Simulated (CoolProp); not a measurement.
Methane along the isobar 138 bar: fugacity coefficient from the reference equation and from simpler models built on Tc = 190.6 K, pc = 45.99 bar, ω = 0.011; each cubic takes its own stable root.

The numbers come from the reference Helmholtz-energy equation of state, Setzmann 1991 in CoolProp.

| T (K) | phase | reference |
|---|---|---|
| 186.5 | liquid | 0.2847 |
| 212 | supercritical | 0.4437 |
| 237.5 | supercritical | 0.5891 |
| 263.1 | supercritical | 0.7007 |
| 288.6 | supercritical | 0.7812 |
| 314.1 | supercritical | 0.8404 |
| 339.6 | supercritical | 0.8846 |
| 365.1 | supercritical | 0.9183 |
| 390.6 | supercritical | 0.9443 |
| 416.1 | supercritical | 0.9645 |

### Question
How far does each simpler model (van der Waals, Redlich-Kwong, Soave-Redlich-Kwong) lie from the reference over these 10 states: mean and median of the absolute difference, and the worst?

### Answer
- van der Waals: mean 5.9 %, median 4.6 %, worst +20.0 % at 186.5 K and 138 bar
- Redlich-Kwong: mean 1.1 %, median 0.8 %, worst +3.2 % at 186.5 K and 138 bar
- Soave-Redlich-Kwong: mean 1.9 %, median 1.6 %, worst +3.2 % at 186.5 K and 138 bar
